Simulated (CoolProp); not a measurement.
A single-stage vapour-compression cycle with R1224YDZ: evaporating at 315.15 K (dew point), condensing at 385.15 K (bubble point), superheat 8 K, subcooling 8 K, compressor efficiency 0.9, no pressure losses. Each further row changes one setting.

Model: reference Helmholtz-energy equation of state, Akasaka 2023, in CoolProp.

| case | cooling COP | pressure ratio | discharge temperature (K) | refrigerating effect (kJ/kg) | volumetric capacity (kJ/m³) |
|---|---|---|---|---|---|
| as stated | ? | 5.73 | 385.2 | 83.6 | 1300 |
| evaporating temperature 320.15 K | ? | 4.92 | 385.2 | 87.0 | 1570 |
| condensing temperature 380.15 K | 3.06 | 5.17 | 380.1 | 90.5 | 1410 |
| subcooling 13 K | 2.90 | 5.73 | 385.2 | 90.5 | 1410 |
| superheat 18 K | 2.81 | 5.73 | 391.0 | ? | 1380 |
| compressor efficiency 0.8 | 2.38 | 5.73 | 385.7 | 83.6 | 1300 |

Fill in the missing entries.


- as stated, cooling COP: 2.68
- evaporating temperature 320.15 K, cooling COP: 3.05
- superheat 18 K, refrigerating effect (kJ/kg): 92.4

The compression ends wet for: as stated; evaporating temperature 320.15 K; condensing temperature 380.15 K; subcooling 13 K.
